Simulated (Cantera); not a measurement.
An isothermal, constant-pressure homogeneous reactor starts with C2H6 : H2 = 1 : 12 (molar parts), at 1025 K and 35.0 Pa. Integrator tolerance rtol = 1e-08.

Computed with Cantera and GRI-Mech 3.0 (53 species, 325 reactions). GRI-Mech 3.0 stops at C3 and has no aromatics, soot or wall deposition, so with more carbon than oxygen in the feed, carbon stays in small species such as C2H2 where larger ones or solid carbon would form. Radical loss at walls, strong at low pressure, is not modelled.

**Question.** What does this change do: pressure from 35.0 Pa to 110000 Pa?

**Answer.** 
```csv
quantity,before,after
x(C2H6) at 10.0 s,0.0665 (gas-phase equilibrium 1.52e-6),0.0420 (gas-phase equilibrium 6.12e-6)
x(H2) at 10.0 s,0.922 (gas-phase equilibrium 0.889),0.916 (gas-phase equilibrium 0.846)
x(CH4) at 10.0 s,0.00290 (gas-phase equilibrium 0.0785),0.0184 (gas-phase equilibrium 0.154)
x(CH3) at 10.0 s,1.11e-5 (gas-phase equilibrium 3.43e-7),4.61e-8 (gas-phase equilibrium 1.23e-8)
x(C2H) at 10.0 s,<1e-12 (gas-phase equilibrium <1e-12),<1e-12 (gas-phase equilibrium <1e-12)
```

**Question.** What does this change do: temperature 1025 to 1850 K?

**Answer.** 
```
quantity                                            before                                     after
-----------------  ---------------------------------------  ----------------------------------------
x(C2H6) at 10.0 s   0.0665 (gas-phase equilibrium 1.52e-6)    4.66e-8 (gas-phase equilibrium <1e-12)
x(H2) at 10.0 s        0.922 (gas-phase equilibrium 0.889)       0.925 (gas-phase equilibrium 0.907)
x(CH4) at 10.0 s    0.00290 (gas-phase equilibrium 0.0785)   0.00346 (gas-phase equilibrium 3.12e-6)
x(CH3) at 10.0 s   1.11e-5 (gas-phase equilibrium 3.43e-7)  0.000441 (gas-phase equilibrium 1.90e-6)
x(C2H) at 10.0 s     <1e-12 (gas-phase equilibrium <1e-12)   4.43e-6 (gas-phase equilibrium 2.15e-5)
```
